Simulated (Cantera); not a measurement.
# Boron, boron nitride and boron oxide: B2O3 + N2 + NH3

A closed system holds: 1 mol B2O3, 0.69 mol N2, 1.1 mol NH3, held at 1.00 bar.

Cantera equilibrium calculation (NASA polynomials, part measured and part estimated; ideal gas, pure solids and liquids). Candidate condensed phases: B, BN, B2O3, B3O3H3, H2O; 39 gas species. Mutual solubility and eutectic melting of coexisting phases are not modelled. Gases not in the tables: H3BO3. The numbers say what is thermodynamically allowed, not how fast it happens.

```csv
T (K),log p H2,log p N2,log p HBO2,log p H2O,log p HBO,log p B2O3,log p NH3,n BN(s),n B2O3(l)
1050,-0.25,-0.37,-5.34,-2.39,-8.20,-10.49,-3.93,0.00785,0.996
1150,-0.25,-0.37,-4.61,-2.41,-6.94,-8.78,-4.17,0.00754,0.996
1250,-0.25,-0.37,-4.00,-2.43,-5.89,-7.36,-4.37,0.00728,0.996
1350,-0.25,-0.37,-3.49,-2.45,-5.00,-6.15,-4.54,0.00717,0.996
1450,-0.25,-0.37,-3.05,-2.47,-4.23,-5.12,-4.69,0.00736,0.995
1550,-0.25,-0.37,-2.67,-2.49,-3.57,-4.23,-4.83,0.00804,0.992
1650,-0.25,-0.37,-2.35,-2.51,-2.98,-3.46,-4.94,0.00929,0.986
```
log p: log10 of the partial pressure in bar; n: condensed amount in mol.

From 1050 K to 1650 K the condensed part is BN(s) + B2O3(l).
